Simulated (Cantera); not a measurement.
A freely propagating, adiabatic, planar premixed flame of CH4 : CO : O2 : N2 = 1 : 0.075 : 2.34 : 8.81 (molar parts), equivalence ratio 0.87, unburnt at 375 K and 1200 Torr; unity-Lewis-number transport, grid criteria slope 0.08 and curve 0.16, no radiation.

Cantera simulation using GRI-Mech 3.0 (53 species, 325 reactions); the numbers are that mechanism's predictions, not measurements. Unity Lewis numbers drop preferential diffusion, which matters most where H2 and H carry the flame. Burning velocities carry a grid error of a few per cent, more on coarse grids.

x: mole fraction of selected species; z is measured from the peak of heat release.

| z (mm) | T (K) | u (m/s) | x CH4 | x CO | x O2 | x N2O | x C2H4 | x NO |
|---|---|---|---|---|---|---|---|---|
| -0.962 | 375 | 0.352 | 0.0818 | 0.00614 | 0.191 | <1e-8 | 1.08e-7 | <1e-8 |
| -0.641 | 378 | 0.355 | 0.0816 | 0.00620 | 0.191 | <1e-8 | 8.65e-7 | 1.04e-8 |
| -0.481 | 391 | 0.367 | 0.0810 | 0.00646 | 0.190 | <1e-8 | 4.23e-6 | 5.38e-8 |
| -0.321 | ? | 0.451 | 0.0763 | ? | 0.182 | 1.04e-8 | ? | ? |
| -0.160 | 903 | 0.855 | 0.0523 | 0.0175 | 0.143 | 5.60e-8 | 0.000146 | 3.60e-6 |
| -0.0801 | 1298 | 1.24 | 0.0280 | 0.0269 | 0.103 | 1.03e-7 | 0.000239 | 7.56e-6 |
| 0 | 1700 | 1.63 | 0.00457 | 0.0347 | 0.0587 | 1.66e-7 | 0.000108 | 1.27e-5 |
| 0.0801 | 1853 | 1.78 | 0.000107 | 0.0276 | 0.0399 | 2.39e-7 | 1.77e-6 | 1.78e-5 |
| 0.160 | 1916 | 1.83 | ? | ? | ? | ? | ? | ? |
| 0.321 | 1991 | 1.89 | <1e-8 | 0.0141 | 0.0318 | 3.12e-7 | <1e-8 | 2.53e-5 |
| 0.641 | 2062 | 1.95 | <1e-8 | 0.00913 | 0.0290 | 3.53e-7 | <1e-8 | 3.09e-5 |
| 1.28 | 2113 | 1.99 | <1e-8 | 0.00531 | 0.0269 | 3.61e-7 | <1e-8 | 3.84e-5 |
| 2.56 | 2143 | 2.01 | <1e-8 | 0.00299 | 0.0257 | 3.06e-7 | <1e-8 | 4.77e-5 |

### Question
Complete the blanks.

### Answer

- -0.321, T (K): 479
- -0.321, x CO: 0.00825
- -0.321, x C2H4: 2.75e-5
- -0.321, x NO: 4.31e-7
- 0.160, x CH4: 1.62e-6
- 0.160, x CO: 0.0205
- 0.160, x O2: 0.0353
- 0.160, x N2O: 2.78e-7
- 0.160, x C2H4: 1.29e-8
- 0.160, x NO: 2.10e-5
